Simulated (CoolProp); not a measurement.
cis-2-butene along the isotherm 207.75 °C: fugacity coefficient from the reference equation and from simpler models built on Tc = 162.6 °C, pc = 4.236 MPa, ω = 0.202; each cubic takes its own stable root.

The numbers come from the reference Helmholtz-energy equation of state, Lemmon 2005 in CoolProp. It is a short technical equation, of lower accuracy than the large ones.

```json
[
 {"p (MPa)": "1.77", "phase": "gas", "reference": "0.8971", "van der Waals": "0.9035", "Soave-Redlich-Kwong": "0.9003"},
 {"p (MPa)": "3.53", "phase": "gas", "reference": "0.7991", "van der Waals": "0.8084", "Soave-Redlich-Kwong": "0.8059"},
 {"p (MPa)": "5.3", "phase": "supercritical", "reference": "0.7043", "van der Waals": "0.7101", "Soave-Redlich-Kwong": "0.7150"},
 {"p (MPa)": "7.06", "phase": "supercritical", "reference": "0.6150", "van der Waals": "0.6122", "Soave-Redlich-Kwong": "0.6305"},
 {"p (MPa)": "8.83", "phase": "supercritical", "reference": "0.5399", "van der Waals": "0.5415", "Soave-Redlich-Kwong": "0.5610"},
 {"p (MPa)": "10.6", "phase": "supercritical", "reference": "0.4850", "van der Waals": "0.4939", "Soave-Redlich-Kwong": "0.5100"},
 {"p (MPa)": "12.4", "phase": "supercritical", "reference": "0.4444", "van der Waals": "0.4604", "Soave-Redlich-Kwong": "0.4720"},
 {"p (MPa)": "14.1", "phase": "supercritical", "reference": "0.4157", "van der Waals": "0.4379", "Soave-Redlich-Kwong": "0.4450"},
 {"p (MPa)": "15.9", "phase": "supercritical", "reference": "0.3925", "van der Waals": "0.4207", "Soave-Redlich-Kwong": "0.4232"},
 {"p (MPa)": "17.7", "phase": "supercritical", "reference": "0.3747", "van der Waals": "0.4085", "Soave-Redlich-Kwong": "0.4065"},
 {"p (MPa)": "19.4", "phase": "supercritical", "reference": "0.3614", "van der Waals": "0.4005", "Soave-Redlich-Kwong": "0.3942"},
 {"p (MPa)": "21.2", "phase": "supercritical", "reference": "0.3504", "van der Waals": "0.3949", "Soave-Redlich-Kwong": "0.3841"}
]
```
